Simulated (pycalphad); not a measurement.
**Effect of Si content in Fe-Si**

Source of the numbers: pycalphad with the COST 507 light-alloy database (1999); pressure 1 atm. The data set is of 1999 and partly superseded. Amounts are mole fractions of atoms.

### Question
One of these alloys has its liquidus at 1529 °C, its solidus at 1524 °C, and holds BCC_A2 1.00 at 777 °C. Which?
(A) Fe-3.448Si (wt.%)
(B) Fe-1.124Si (wt.%)
(C) Fe-1.692Si (wt.%)
(D) Fe-0.5613Si (wt.%)

### Answer
D, Fe-0.5613Si (wt.%). The others: Fe-1.124Si (wt.%), liquidus 1520, solidus 1510; Fe-1.692Si (wt.%), liquidus 1511, solidus 1497; Fe-3.448Si (wt.%), liquidus 1481, solidus 1460

BCC_A2 is bcc.
